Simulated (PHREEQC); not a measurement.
A solution holds 0.05 mol/kgw HF, at 25 °C. Closed to the air; pH follows from the charge balance.

The numbers come from PHREEQC with the ion-association model, wateq4f.dat.

The pH comes out as 2.27, the ionic strength is 0.00570 mol/kgw and the total alkalinity is -50.0 meq/kg.

| species | molality | activity | log γ |
|---|---|---|---|
| HF | 0.0366 | 0.0367 | 0.001 |
| H+ | 0.00570 | 0.00530 | -0.031 |
| F- | 0.00500 | 0.00461 | -0.035 |
| H2F2 | 0.00350 | 0.00350 | 0.001 |
| HF2- | 0.000703 | 0.000648 | -0.035 |

This is a speciation only: nothing precipitates in the calculation. wateq4f.dat counts part of the HF as a dimer, H2F2, which phreeqc.dat doesn't know; its constant is uncertain.
